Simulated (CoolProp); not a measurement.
A simple Rankine cycle with ethanol: condensing at 295.15 K, boiler at 5.41 MPa, turbine inlet 619 K, turbine efficiency 0.65, pump efficiency 0.7, no recuperator. Each further row changes one setting.

Values from CoolProp's reference Helmholtz-energy equation of state, Schroeder 2014.

| case | thermal efficiency (%) | net work (kJ/kg) | heat in (kJ/kg) | turbine exit temperature (K) | volume ratio over the turbine |
|---|---|---|---|---|---|
| as stated | 22.9 | 338 | 1480 | 427.5 | 637 |
| condensing temperature 287.15 K | 23.7 | 355 | 1500 | 417.9 | 1010 |
| boiler pressure 3.79 MPa | 22.3 | 335 | 1500 | 441.4 | 442 |
| turbine efficiency 0.55 | 19.2 | 284 | 1480 | 455.6 | 679 |
